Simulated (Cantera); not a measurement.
Charge: 1 mol BN, 9.8 mol NF₃, 28 mol N₂, at 1123 K and 0.133 bar.

These are equilibrium values from Cantera (NASA tables, ideal gas, pure condensed phases), not measurements of a reactor. Candidate condensed phases: B, BN; 13 gas species. Kinetics and transport are ignored.

Base state: N₂ 0.609, F 0.263, F₂ 0.109, BF₃ 0.0183, NF₃ 0.000280 (mole fractions); condensed: gas only.

What changes in the equilibrium state with this change: 0.63 mol Cl₂ added?


```
species    before     after
-------  --------  --------
N₂          0.609     0.605
F           0.263     0.253
F₂          0.109     0.101
ClF             0    0.0228
BF₃        0.0183    0.0181
NF₃      0.000280  0.000249
```
